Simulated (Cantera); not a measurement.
Charge: 1 mol TiCl₄, a varied amount of H₂O, held at 1502 °C and 25.0 mbar.

Cantera equilibrium calculation (NASA polynomials, part measured and part estimated; ideal gas, pure solids and liquids). Candidate condensed phases: H₂O, Ti, TiCl₂, TiCl₃, TiCl₄, TiO, TiO₂, Ti₂O₃, Ti₃O₅, Ti₄O₇; 23 gas species. Gases not in the tables: TiO(OH)₂. Rates play no part.

Problem. At 8.2 mol H₂O, list the 6 most abundant gas species with their mole fractions, and the condensed phases.

Solution. H₂O 0.602, HCl 0.383, Cl 0.00717, H₂ 0.00565, OH 0.000913, O₂ 0.000822. Condensed: TiO₂(rutile).
